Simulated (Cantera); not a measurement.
Feed: 1 mol SiH₄, 0.092 mol CH₄, 87 mol H₂, at 750 Torr.

Method: chemical equilibrium by Gibbs-energy minimisation in Cantera with the NASA 1993 tables (ideal gas, pure condensed phases). Candidate condensed phases: C, C₆H₆, C₇H₈, C₈H₁₈, Si, SiC; 87 gas species. Mutual solubility and eutectic melting of coexisting phases are not modelled. Gases not in the tables: Si₂H₆ and higher silanes. Equilibrium is a limit: real reactors are often held back by kinetics, nucleation or transport.

### Question
What share of the Si ends up in condensed phases as a function of T (K), at 1873, 1923, 1973, 2023, 2073, 2123, 2173, 2223, 2273, 2323, 2373, 2423?

### Answer
| T (K) | Si condensed (%) | as |
|---|---|---|
| 1873 | 99.4 | Si(l) + SiC(s) |
| 1923 | 99.1 | Si(l) + SiC(s) |
| 1973 | 98.7 | Si(l) + SiC(s) |
| 2023 | 98.0 | Si(l) + SiC(s) |
| 2073 | 97.1 | Si(l) + SiC(s) |
| 2123 | 95.7 | Si(l) + SiC(s) |
| 2173 | 93.6 | Si(l) + SiC(s) |
| 2223 | 90.5 | Si(l) + SiC(s) |
| 2273 | 85.9 | Si(l) + SiC(s) |
| 2323 | 79.3 | Si(l) + SiC(s) |
| 2373 | 69.5 | Si(l) + SiC(s) |
| 2423 | 55.5 | Si(l) + SiC(s) |
